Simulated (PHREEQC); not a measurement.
NaOH is added in steps, without added water, to 1 kg of water holding 0.004 mol CuSO4, 0.015 mol H2SO4 and 0.00018 mol KCl, at 20 °C. Oxygen alone is held at its pressure in air (log pO2 = -0.68). CO2 from the air is kept out. Solids allowed: Cu(OH)2, Brochantite, Antlerite, Atacamite, Halite, Mirabilite, Chalcanthite. Others were left out.

Base run: PHREEQC, ion-association model, wateq4f.dat. Each further column changes one thing. The table gives pH.

| NaOH added (mol) | base | all activity coefficients set to 1 | Debye-Hückel limiting law | Davies equation for every ion |
|---|---|---|---|---|
| 0 | 1.73 | 1.71 | 1.76 | 1.75 |
| 0.005 | 1.82 | 1.81 | 1.84 | 1.84 |
| 0.01167 | 1.98 | 1.97 | 1.99 | 1.99 |
| 0.01667 | 2.13 | 2.14 | 2.14 | 2.14 |
| 0.02333 | 2.45 | 2.48 | 2.46 | 2.46 |
| 0.02833 | 3.07 | 3.12 | 3.07 | 3.08 |
| 0.035 | 5.40 | 5.52 | 5.45 | 5.41 |
| 0.04 | 11.38 | 11.47 | 11.35 | 11.38 |

The database's constant for dissolved Cu(OH)2 is higher than later reviews accept.
